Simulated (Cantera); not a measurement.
A closed system holds: 1 mol SiHCl3, 0.17 mol HCl, 60 mol H2, held at 2475 K and 0.133 bar.

Method: chemical equilibrium by Gibbs-energy minimisation in Cantera with the NASA 1993 tables (ideal gas, pure condensed phases). The tables' values for SiCl are old estimates; treat these amounts as uncertain. Gases not in the tables: Si2H6 and higher silanes. Equilibrium is a limit: real reactors are often held back by kinetics, nucleation or transport.

```tsv
species	before	after
H2	0.881	0.955
HCl	0.0434	0.0394
SiCl2	0.00126	0.00559
H	0.0579	0.000145
Si	0.0116	7.31e-7
Si2	0.000117	1.82e-9
SiH	0.00109	5.69e-7
SiHCl3	1.42e-8	1.94e-5
Cl	0.00202	4.74e-6
SiCl	0.000907	3.53e-6
SiH2Cl2	5.21e-8	1.14e-5
Si(s), mol	0	0.642
```
Gas species are given as mole fractions.

Question: Which change was made?
A. temperature from 2475 K to 1950 K
B. temperature from 2475 K to 1600 K
C. H2 from 60 to 1.3 mol
D. HCl from 0.17 to 0.92 mol

Answer: B, temperature from 2475 K to 1600 K. The tables' values for SiCl3 are old estimates; treat these amounts as uncertain
